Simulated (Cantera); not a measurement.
Input: 1 mol CuO, 1.5 mol CH₄, 1.2 mol N₂, at 1773.15 K and 1800 Torr.

These are equilibrium values from Cantera (NASA tables, ideal gas, pure condensed phases), not measurements of a reactor. Candidate condensed phases: C, C₆H₆, C₇H₈, C₈H₁₈, Cu, CuO, Cu(OH)₂, Cu₂O, H₂O; 139 gas species. Equilibrium is a limit: real reactors are often held back by kinetics, nucleation or transport.

Question: What is the equilibrium state?

Answer: x(H₂): 0.575
x(N₂): 0.230
x(CO): 0.192
x(HCN): 0.00195
x(CH₄): 0.000668
x(Cu): 0.000165
x(H): 0.000139
x(H₂O): 8.66e-5
x(C₂H₂ (acetylene)): 8.05e-5
n(C(graphite)): 0.486 mol
n(Cu(l)): 0.999 mol
gas amount: 5.197 mol
